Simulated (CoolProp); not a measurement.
Vapour-liquid equilibrium of ethanol (1) + dimethyl carbonate (2) at 403.6 K; x and y are mole fractions of (1).

Model: multi-fluid Helmholtz-energy mixture model, Schroeder 2014 and Zhou 2011; pair parameters Bell 2016, in CoolProp.

Question: Give the bubble pressure and the first vapour's composition at x = 0.425, 0.725, 0.8. Is there an azeotrope?

Answer: x = 0.425: 548.7 kPa, y = 0.599; x = 0.725: 597.7 kPa, y = 0.760; x = 0.8: 601.3 kPa, y = 0.807. y crosses x between x = 0.8 and 0.875: the model has an azeotrope there.

The pair parameters rest on a limited set of measurements; away from them the model extrapolates.
